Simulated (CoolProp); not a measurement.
Dimethyl carbonate along the isobar 1.06 MPa: Z from the reference equation and from simpler models built on Tc = 557.0 K, pc = 4.909 MPa, ω = 0.346; each cubic takes its own stable root.

The numbers come from the reference Helmholtz-energy equation of state, Zhou 2011 in CoolProp.

```json
[
 {"T (K)": "385.2", "phase": "liquid", "reference": "0.03160", "van der Waals": "0.05424", "Soave-Redlich-Kwong": "0.03535"},
 {"T (K)": "399.6", "phase": "liquid", "reference": "0.03118", "van der Waals": "0.8353", "Soave-Redlich-Kwong": "0.03493"},
 {"T (K)": "413.9", "phase": "liquid", "reference": "0.03085", "van der Waals": "0.8507", "Soave-Redlich-Kwong": "0.03466"},
 {"T (K)": "428.2", "phase": "liquid", "reference": "0.03062", "van der Waals": "0.8639", "Soave-Redlich-Kwong": "0.03455"},
 {"T (K)": "442.5", "phase": "liquid", "reference": "0.03049", "van der Waals": "0.8755", "Soave-Redlich-Kwong": "0.03462"},
 {"T (K)": "456.8", "phase": "liquid", "reference": "0.03047", "van der Waals": "0.8857", "Soave-Redlich-Kwong": "0.03492"},
 {"T (K)": "471.1", "phase": "gas", "reference": "0.8549", "van der Waals": "0.8946", "Soave-Redlich-Kwong": "0.8547"},
 {"T (K)": "485.5", "phase": "gas", "reference": "0.8708", "van der Waals": "0.9027", "Soave-Redlich-Kwong": "0.8703"},
 {"T (K)": "499.8", "phase": "gas", "reference": "0.8842", "van der Waals": "0.9098", "Soave-Redlich-Kwong": "0.8836"},
 {"T (K)": "514.1", "phase": "gas", "reference": "0.8956", "van der Waals": "0.9163", "Soave-Redlich-Kwong": "0.8953"},
 {"T (K)": "528.4", "phase": "gas", "reference": "0.9055", "van der Waals": "0.9221", "Soave-Redlich-Kwong": "0.9055"},
 {"T (K)": "542.7", "phase": "gas", "reference": "0.9141", "van der Waals": "0.9273", "Soave-Redlich-Kwong": "0.9146"},
 {"T (K)": "557", "phase": "gas", "reference": "0.9217", "van der Waals": "0.9321", "Soave-Redlich-Kwong": "0.9226"},
 {"T (K)": "571.4", "phase": "gas", "reference": "0.9285", "van der Waals": "0.9365", "Soave-Redlich-Kwong": "0.9299"},
 {"T (K)": "585.7", "phase": "gas", "reference": "0.9345", "van der Waals": "0.9405", "Soave-Redlich-Kwong": "0.9363"},
 {"T (K)": "600", "phase": "gas", "reference": "0.9399", "van der Waals": "0.9441", "Soave-Redlich-Kwong": "0.9420"}
]
```

At some of these states van der Waals gives the other phase, because its saturation line lies elsewhere.
